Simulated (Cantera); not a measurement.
A diamond (100) surface in a fixed gas of H2 with x(CH4) = 0.0054, x(H) = 0.00028, at 1225 K, 0.118 atm; coverages are run to steady state.

Computed with Cantera and the Harris–Goodwin 1993 mechanism for the reconstructed diamond (100) surface.

θ: site fractions in the mechanism's names (c6HH fully hydrogenated, c6H* and c6*H radical sites, c6** diradical, c6HM methylated).

| x(CH3) | growth (µm/h) | θ c6HH | θ c6H* | θ c6*H | θ c6** | θ c6HM |
|---|---|---|---|---|---|---|
| 1e-06 | 0.00660 | 0.519 | 0.0355 | 0.433 | 0.0128 | 1.77e-5 |
| 2.1e-06 | 0.0139 | 0.519 | 0.0355 | 0.433 | 0.0128 | 3.72e-5 |
| 4.3e-06 | ? | 0.518 | 0.0355 | 0.433 | 0.0128 | ? |
| 9.1e-06 | 0.0599 | 0.518 | 0.0355 | 0.433 | 0.0128 | 0.000161 |
| 1.9e-05 | 0.125 | 0.518 | 0.0355 | 0.433 | 0.0127 | 0.000336 |
| 3.9e-05 | 0.254 | 0.518 | 0.0354 | 0.432 | 0.0126 | 0.000687 |
| 8.2e-05 | 0.528 | 0.517 | 0.0354 | 0.431 | 0.0124 | 0.00144 |
| 0.00017 | 1.07 | 0.515 | 0.0352 | 0.430 | 0.0120 | 0.00295 |
| 0.00036 | ? | 0.512 | 0.0349 | 0.426 | 0.0112 | ? |

Problem. Some entries are withheld; supply them.

Solution. 
- 4.3e-06, growth (µm/h): 0.0283
- 4.3e-06, θ c6HM: 7.61e-5
- 0.00036, growth (µm/h): 2.15
- 0.00036, θ c6HM: 0.00611
